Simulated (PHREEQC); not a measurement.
Make-up at 20 °C and 500 atm: 0.62 mol NH3 and 0.13 mol K2SO4 per kg of water. Closed to the air; pH follows from the charge balance.

Computed with PHREEQC (ion-association model, phreeqc.dat).

| quantity | before | after |
|---|---|---|
| pH | 11.70 | 11.13 |
| ionic strength (mol/kgw) | 0.337 | 0.0389 |
| K+ (mol/kgw) | 0.231 | 0.0252 |
| SO4-2 (mol/kgw) | 0.0998 | 0.0121 |
| KSO4- (mol/kgw) | 0.0288 | 0.000783 |

### Question
What was changed between the two runs?
A) NH3 from 0.62 to 0.31 mol/kgw
B) diluted 2-fold with water
C) diluted 10-fold with water
D) NH3 left out
E) temperature from 20 to 75 °C

### Answer
C, diluted 10-fold with water

No solid was allowed to form. Under pressure, the constants of complexes without a molar volume in the database are unreliable.
